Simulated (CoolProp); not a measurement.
Values from CoolProp's reference Helmholtz-energy equation of state, Lemmon 2006. It is a short technical equation, of lower accuracy than the large ones.

Question: For C3F8 (R218), give the phase and the speed of sound (m/s), viscosity (µPa s), Prandtl number at 166.85 °C and 0.00417 MPa; 166.85 °C and 0.0201 MPa; 166.85 °C and 0.782 MPa.

Answer: 
- 166.85 °C and 0.00417 MPa: gas; speed of sound 143, viscosity 18.1, Prandtl number 0.709
- 166.85 °C and 0.0201 MPa: gas; speed of sound 143, viscosity 18.1, Prandtl number 0.709
- 166.85 °C and 0.782 MPa: gas; speed of sound 138, viscosity 18.4, Prandtl number 0.718

Viscosity comes from a separate model (Huber 2003), an estimate that may be off by 10 % or more. Thermal conductivity comes from a separate model (Huber 2003), an estimate that may be off by 10 % or more.
